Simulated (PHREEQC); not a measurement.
Synthetic water in mg/L, 20 °C, pH 6.06, pe 0.8:

| constituent | mg/L |
|---|---|
| Na | 0.0266 |
| K | 0.0591 |
| Ca | 0.0324 |
| Mg | 0.0114 |
| Cl | 0.0564 |
| S(6) as SO4 | 0.0338 |
| Alkalinity as HCO3 | 0.233 |
| Si as SiO2 | 0.000302 |
| Li | 7.51e-06 |

Valence states are taken as typed.

Equilibrium calculation in PHREEQC: ion-association model, phreeqc.dat.

The ionic strength is 8.17e-6 mol/kgw and the charge-balance error is -6.8 %.

```json
[
 {"species": "CO2", "molality": "9.80e-6", "activity": "9.80e-6", "log γ": "0.000"},
 {"species": "HCO3-", "molality": "4.68e-6", "activity": "4.67e-6", "log γ": "-0.001"},
 {"species": "Cl-", "molality": "1.59e-6", "activity": "1.59e-6", "log γ": "-0.001"},
 {"species": "K+", "molality": "1.51e-6", "activity": "1.51e-6", "log γ": "-0.001"},
 {"species": "Na+", "molality": "1.16e-6", "activity": "1.15e-6", "log γ": "-0.001"},
 {"species": "H+", "molality": "8.74e-7", "activity": "8.71e-7", "log γ": "-0.001"},
 {"species": "Ca+2", "molality": "8.08e-7", "activity": "7.98e-7", "log γ": "-0.006"},
 {"species": "Mg+2", "molality": "4.69e-7", "activity": "4.63e-7", "log γ": "-0.006"},
 {"species": "SO4-2", "molality": "3.52e-7", "activity": "3.47e-7", "log γ": "-0.006"},
 {"species": "OH-", "molality": "7.89e-9", "activity": "7.86e-9", "log γ": "-0.001"}
]
```

This is a speciation only: nothing precipitates in the calculation.
